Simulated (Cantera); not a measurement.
Input (Python, Cantera):

```python
import numpy as np
import cantera as ct

gas = ct.Solution("gri30.yaml")
gas.TPX = 1225, 47000, {'N2O': 1}
reactor = ct.IdealGasConstPressureReactor(gas, energy="off", clone=False)
net = ct.ReactorNet([reactor])
net.rtol, net.atol = 1e-08, 1e-18
show = ['N2O', 'N2', 'O', 'O2', 'NO', 'NO2']
times = np.geomspace(7e-05, 7, 11)

steps = ct.SolutionArray(gas, extra=["t"])
rows = []
print(f"{'t/s':>10s}{'T/K':>9s}{'P/Pa':>11s}" + "".join(f"{s:>11s}" for s in show))
for t in times:
    while net.time < t:
        t_next = net.step()
        steps.append(gas.state, t=t_next)
    rows.append([np.interp(t, steps.t, y) for y in (steps.T, steps.P, *steps(*show).X.T)])
    print(f"{t:10.3e}{rows[-1][0]:9.1f}{rows[-1][1]:11.4g}" + "".join(f"{x:11.3e}" for x in rows[-1][2:]))
rate = np.gradient(steps.T, steps.t)
print("integrator steps:", len(steps.t))
if steps.T.max() > steps.T[0] + 200:
    print(f"time of steepest temperature rise: {steps.t[rate.argmax()]:.4e} s")
gas.TPX = 1225, 47000, {'N2O': 1}
gas.equilibrate("TP")
print(f"equilibrium (TP): T = {gas.T:.1f} K  " + "  ".join(f"{s} {gas[s].X[0]:.3e}" for s in show))
```

Output:

```
       t/s      T/K       P/Pa        N2O         N2          O         O2         NO        NO2
 7.000e-05   1225.0    4.7e+04  1.000e+00  2.731e-05  2.601e-06  1.160e-05  3.021e-06  2.295e-11
 2.214e-04   1225.0    4.7e+04  9.999e-01  9.132e-05  2.607e-06  4.165e-05  1.085e-05  2.952e-10
 7.000e-04   1225.0    4.7e+04  9.995e-01  2.937e-04  2.607e-06  1.367e-04  3.559e-05  3.171e-09
 2.214e-03   1225.0    4.7e+04  9.985e-01  9.331e-04  2.607e-06  4.368e-04  1.138e-04  3.141e-08
 7.000e-03   1225.0    4.7e+04  9.953e-01  2.949e-03  2.606e-06  1.383e-03  3.600e-04  2.913e-07
 2.214e-02   1225.0    4.7e+04  9.853e-01  9.266e-03  2.603e-06  4.347e-03  1.130e-03  2.299e-06
 7.000e-02   1225.0    4.7e+04  9.544e-01  2.866e-02  2.589e-06  1.345e-02  3.485e-03  1.281e-05
 2.214e-01   1225.0    4.7e+04  8.653e-01  8.467e-02  2.541e-06  3.974e-02  1.024e-02  4.707e-05
 7.000e-01   1225.0    4.7e+04  6.492e-01  2.207e-01  2.387e-06  1.037e-01  2.629e-02  1.296e-04
 2.214e+00   1225.0    4.7e+04  3.042e-01  4.388e-01  1.894e-06  2.067e-01  4.996e-02  2.552e-04
 7.000e+00   1225.0    4.7e+04  5.543e-02  5.987e-01  7.382e-07  2.837e-01  6.184e-02  3.367e-04
integrator steps: 857
equilibrium (TP): T = 1225.0 K  N2O 1.195e-08  N2 6.665e-01  O 3.566e-08  O2 3.332e-01  NO 2.746e-04  NO2 3.551e-06
```

Cantera simulation using GRI-Mech 3.0 (53 species, 325 reactions); the numbers are that mechanism's predictions, not measurements. GRI-Mech 3.0 was tuned for natural gas; its chemistry of N2O as a main component is partial and can be far from experiment. The mechanism lacks the step 2 NO + O2 → 2 NO2, which can matter for NO2 below about 1400 K. The temperature is held fixed by assumption; the heat of reaction is taken as removed at once.
